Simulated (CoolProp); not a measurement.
Values from CoolProp's reference Helmholtz-energy equation of state, Platzer 1990. This equation is an older, rougher fit.

For CF4 (R14), give the phase and the cp (kJ/(kg K)), cv (kJ/(kg K)), conductivity (mW/(m K)) at 330.4 K and 101 kPa.


- 330.4 K and 101 kPa: gas; cp 0.742, cv 0.646, conductivity 18.6

Thermal conductivity comes from a separate model (Huber 2003), an estimate that may be off by 10 % or more.
